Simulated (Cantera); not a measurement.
Charge: 1 mol Fe3O4, a varied amount of CH4, 1.5 mol N2, held at 2223 K and 0.700 bar.

Method: chemical equilibrium by Gibbs-energy minimisation in Cantera with the NASA 1993 tables (ideal gas, pure condensed phases). Candidate condensed phases: C, C6H6, C7H8, C8H18, Fe, Fe(CO)5, FeO, Fe(OH)2, Fe(OH)3, Fe2O3, Fe3O4, H2O; 140 gas species. Each liquid is taken as pure. Mutual solubility and eutectic melting of coexisting phases are not modelled. The tables' stoichiometric FeO is somewhat more stable than real wüstite, so its field is too wide. FeO: taken at fixed stoichiometry. The numbers say what is thermodynamically allowed, not how fast it happens.

Problem. Which condensed phases are stable at each of these points (n(CH4) (mol)): 0.52, 0.66, 0.84, 1.1, 1.4, 1.7, 2.2, 2.8?

Solution. 
| n(CH4) (mol) | condensed phases | Fe condensed (%) |
|---|---|---|
| 0.52 | FeO(l) | 99.6 |
| 0.66 | Fe(l) + FeO(l) | 99.4 |
| 0.84 | Fe(l) + FeO(l) | 99.3 |
| 1.1 | Fe(l) + FeO(l) | 99.2 |
| 1.4 | Fe(l) + FeO(l) | 99.0 |
| 1.7 | Fe(l) + FeO(l) | 98.9 |
| 2.2 | Fe(l) + FeO(l) | 98.6 |
| 2.8 | Fe(l) | 98.3 |

At 0.52 mol CH4 the condensed part is FeO(l). From 0.66 mol CH4 to 2.2 mol CH4 the condensed part is Fe(l) + FeO(l). At 2.8 mol CH4 the condensed part is Fe(l).
